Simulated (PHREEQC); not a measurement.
A solution holds 0.0016 mol/kgw H2SO4, 0.00019 mol/kgw LiCl and 0.00079 mol/kgw MnSO4, at 75 °C. Closed to the air; pH follows from the charge balance.

Model: ion-association model, phreeqc.dat, run in PHREEQC.

Each row changes one thing in this solution. This is a speciation only: nothing precipitates in the calculation.

| case | pH | ionic strength (mol/kgw) | SO4-2 (mol/kgw) | HSO4- (mol/kgw) | Mn+2 (mol/kgw) | MnSO4 (mol/kgw) |
|---|---|---|---|---|---|---|
| as made | 2.66 | 0.00582 | 0.00140 | 0.000818 | 0.000617 | 0.000173 |
| temperature from 75 to 35 °C | 2.59 | 0.00675 | 0.00182 | 0.000438 | 0.000660 | 0.000130 |
| LiCl from 0.00019 to 0.00095 mol/kgw | 2.66 | 0.00661 | 0.00141 | 0.000810 | 0.000620 | 0.000168 |
| LiCl from 0.00019 to 0.000171 mol/kgw | 2.66 | 0.00580 | 0.00140 | 0.000818 | 0.000617 | 0.000173 |
| MnSO4 from 0.00079 to 0.0079 mol/kgw | 2.84 | 0.0216 | 0.00498 | 0.00156 | 0.00494 | 0.00296 |

Constants without temperature data keep their 25 °C values here.
